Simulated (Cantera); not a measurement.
Mixture: CH4 : O2 : N2 = 1 : 2 : 7.52 (molar parts), equivalence ratio 1.0, at 3.00 bar, adiabatic and at constant pressure. Ignition delay is the time to a rise of 400 K.

Model: GRI-Mech 3.0 (53 species, 325 reactions), integrated in Cantera.

| quantity | before | after |
|---|---|---|
| delay at 1048 K | 0.151 s | 0.264 s |
| delay at 1098 K | 70.5 ms | 0.123 s |
| delay at 1148 K | 34.3 ms | 59.2 ms |
| delay at 1198 K | 17.2 ms | 29.6 ms |
| delay at 1248 K | 8.95 ms | 15.3 ms |
| delay at 1298 K | 4.79 ms | 8.17 ms |
| apparent activation energy between 1198 and 1298 K | 170 kJ/mol | 170 kJ/mol |

Question: Which change was made?
A) CH4 1 to 2.6 parts
B) pressure from 3.00 bar to 1.01 bar
C) constant volume in place of constant pressure
D) pressure from 3.00 bar to 0.500 bar

Answer: A, CH4 1 to 2.6 parts
